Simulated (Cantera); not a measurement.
A perfectly stirred reactor is fed with CH₃OH : O₂ : N₂ = 0.072 : 0.0091 : 1 (molar parts), at 10.0 bar; it is held at 975 K, and followed from long to short residence time.

Cantera simulation using GRI-Mech 3.0 (53 species, 325 reactions); the numbers are that mechanism's predictions, not measurements. GRI-Mech 3.0 was tuned for natural gas; its chemistry of methanol as a main component is partial and can be far from experiment.

### Question
Predict: x(CH₃OH) at τ = 27.0 s; x(O₂) at τ = 27.0 s; x(H₂) at τ = 27.0 s; x(CH₃OH) at τ = 0.130 s; x(O₂) at τ = 0.130 s; x(H₂) at τ = 0.130 s.

### Answer
* **x(CH₃OH) at τ = 27.0 s**: 8.51e-5
* **x(O₂) at τ = 27.0 s**: 6.33e-6
* **x(H₂) at τ = 27.0 s**: 0.109
* **x(CH₃OH) at τ = 0.130 s**: 0.00486
* **x(O₂) at τ = 0.130 s**: 1.17e-5
* **x(H₂) at τ = 0.130 s**: 0.0963
